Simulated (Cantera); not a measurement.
A closed system holds: 1 mol SiF4, 2.9 mol CH4, 400 mol H2, held at 86.0 mbar.

These are equilibrium values from Cantera (NASA tables, ideal gas, pure condensed phases), not measurements of a reactor. Candidate condensed phases: C, C6H6, C7H8, C8H18, Si, SiC; 113 gas species. Gases not in the tables: Si2H6 and higher silanes. The numbers say what is thermodynamically allowed, not how fast it happens.

### Question
Which condensed phases are stable at each of these points (T (°C)): 725, 925, 1125, 1325, 1525, 1725, 1925?

### Answer
| T (°C) | condensed phases | Si condensed (%) |
|---|---|---|
| 725 | gas only | 0.0 |
| 925 | C(graphite) + SiC(s) | 3.9 |
| 1125 | C(graphite) + SiC(s) | 21.5 |
| 1325 | C(graphite) + SiC(s) | 55.9 |
| 1525 | C(graphite) + SiC(s) | 79.2 |
| 1725 | C(graphite) + SiC(s) | 81.4 |
| 1925 | C(graphite) + SiC(s) | 53.0 |

At 725 °C nothing is condensed. From 925 °C to 1925 °C the condensed part is C(graphite) + SiC(s).
